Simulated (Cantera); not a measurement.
# Silicon epitaxy and polysilicon growth: SiHCl3 + HCl + H2

Feed: 1 mol SiHCl3, 1.2 mol HCl, 9.3 mol H2, at 10000 Pa.

Cantera equilibrium calculation (NASA polynomials, part measured and part estimated; ideal gas, pure solids and liquids). Candidate condensed phases: Si; 19 gas species. The tables' values for SiCl3, SiCl are old estimates; treat these amounts as uncertain. Equilibrium is a limit: real reactors are often held back by kinetics, nucleation or transport.

```
T (K)  log p H2  log p HCl  log p SiCl2  log p SiCl4  log p SiHCl3  log p SiCl3  log p SiH2Cl2
-----  --------  ---------  -----------  -----------  ------------  -----------  -------------
1150      -1.07      -2.26        -3.21        -2.25         -2.75        -3.25          -4.15
1225      -1.08      -2.12        -2.79        -2.36         -2.82        -3.02          -4.16
1300      -1.09      -1.99        -2.51        -2.53         -2.98        -2.91          -4.27
1375      -1.10      -1.89        -2.33        -2.79         -3.20        -2.89          -4.44
1450      -1.11      -1.83        -2.23        -3.12         -3.47        -2.96          -4.64
1525      -1.12      -1.79        -2.17        -3.51         -3.78        -3.08          -4.85
1600      -1.12      -1.78        -2.14        -3.91         -4.10        -3.22          -5.06
```
log p: log10 of the partial pressure in bar; nothing condenses.

From 1150 K to 1600 K nothing is condensed. The main Si-bearing gas is SiCl4 at 1150 K and SiCl2 at 1600 K.
